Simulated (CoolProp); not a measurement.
Dodecamethylcyclohexasiloxane (D6) along the isotherm 610.4 K: fugacity coefficient from the reference equation and from simpler models built on Tc = 645.8 K, pc = 9.614 bar, ω = 0.736; each cubic takes its own stable root.

The numbers come from the reference Helmholtz-energy equation of state, Colonna 2008 in CoolProp. It is a short technical equation, of lower accuracy than the large ones.

```tsv
p (bar)	phase	reference	van der Waals	Soave-Redlich-Kwong	Peng-Robinson
6.01	liquid	0.6797	0.7870	0.7206	0.7017
12	liquid	0.3750	0.5157	0.4021	0.3868
18	liquid	0.2743	0.3950	0.2966	0.2822
24	liquid	0.2252	0.3377	0.2450	0.2307
30	liquid	0.1967	0.3063	0.2152	0.2006
36.1	liquid	0.1784	0.2882	0.1962	0.1811
42.1	liquid	0.1665	0.2785	0.1839	0.1681
48.1	liquid	0.1585	0.2740	0.1756	0.1591
```

At some of these states van der Waals gives the other phase, because its saturation line lies elsewhere.
